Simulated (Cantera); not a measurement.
Predominance diagram of Mg at 877 °C against the partial pressures of O2 and Br2 (log10, bar). Standard-state values (1 bar) from the NASA 1993 polynomials, evaluated with Cantera. Candidates: Mg(l), MgBr2(l), MgO(s). Only these pure phases compete in this equilibrium. Not in the tables: oxide halides.

```
log p(Br2) \ log p(O2)
        columns: -14, -12.9, -11.8, -10.8, -9.7, -8.6, -7.5, -6.5, -5.4, -4.3, -3.2, -2.2, -1.1, 0
      0  A A A A A A B B B B B B B B
   -1.4  A A A B B B B B B B B B B B
   -2.7  A B B B B B B B B B B B B B
   -4.1  B B B B B B B B B B B B B B
   -5.4  B B B B B B B B B B B B B B
   -6.8  B B B B B B B B B B B B B B
   -8.1  B B B B B B B B B B B B B B
   -9.5  B B B B B B B B B B B B B B
  -10.9  B B B B B B B B B B B B B B
  -12.2  B B B B B B B B B B B B B B
  -13.6  B B B B B B B B B B B B B B
  -14.9  B B B B B B B B B B B B B B
  -16.3  B B B B B B B B B B B B B B
  -17.6  B B B B B B B B B B B B B B
    -19  B B B B B B B B B B B B B B
```

A: MgBr2(l); B: MgO(s).
